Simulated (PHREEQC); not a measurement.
Dissolve 2.5 mol CaCl2, 0.33 mol SrCl2 and 0.27 mol LiCl per kg of water at 33 °C. It is in equilibrium with CO2 at log p = -3.5 (atm). Otherwise closed; pH follows from the charge balance.

Equilibrium calculation in PHREEQC: Pitzer model, pitzer.dat.

This is a speciation only: nothing precipitates in the calculation.

**Question.** Order these C species by the share of C that they hold, largest first: CO3-2, CO2, HCO3-.

**Answer.** CO2 (91 %), HCO3- (8.0 %), CO3-2 (1.2 %)

The pH is 5.23 and the ionic strength 8.76 mol/kgw. Species that the database lacks are ignored. In brines, pH and single-ion activities rest on the MacInnes convention.
